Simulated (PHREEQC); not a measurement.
Solution (25 °C): 3.6 mmol/kgw CdSO4 and 0.7 mmol/kgw Na2SO4. Closed to the air; pH follows from the charge balance.

Model: ion-association model, wateq4f.dat, run in PHREEQC.

Q: The ionic strength comes out as 0.0124 mol/kgw. What activity coefficients do NaSO4-, SO4-2, Na+, Cd+2, Cd(SO4)2-2 get?

A: NaSO4- 0.90, SO4-2 0.64, Na+ 0.89, Cd+2 0.64, Cd(SO4)2-2 0.64.

This is a speciation only: nothing precipitates in the calculation. Complexes and solids missing from the database can't appear.
